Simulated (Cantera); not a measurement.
A closed system holds: 1 mol SiHCl3, 0.19 mol HCl, 78 mol N2.

Cantera equilibrium calculation (NASA polynomials, part measured and part estimated; ideal gas, pure solids and liquids). Candidate condensed phases: NH4Cl, Si, Si3N4; 28 gas species. N2 is the only nitrogen source here; it is nearly inert below about 1500 K, so the nitride shown seldom forms there in practice. The tables' values for SiCl3 are old estimates. Rates play no part.

Stable condensed phases, one row left out:

```
T in °C \ P in Pa
            100    260    670   1700   4500  12000  30000  77000 200000
   1275       A      A      A      A      B      B      B      B      B
   1225       A      A      A      B      B      B      B      B      B
   1125       A      B      B      B      B      B      B      B      B
   1075       B      B      B      B      B      B      B      B      B
   1025       B      B      B      B      B      B      B      B      B
    975       B      B      B      B      B      B      B      B      B
    925       B      B      B      B      B      B      B      B      B
    875       B      B      B      B      B      B      B      B      B
```

A: gas only; B: Si3N4.

Q: Give the row for 1175 °C.

A: 100: gas only; 260: gas only; 670: Si3N4; 1700: Si3N4; 4500: Si3N4; 12000: Si3N4; 30000: Si3N4; 77000: Si3N4; 200000: Si3N4.
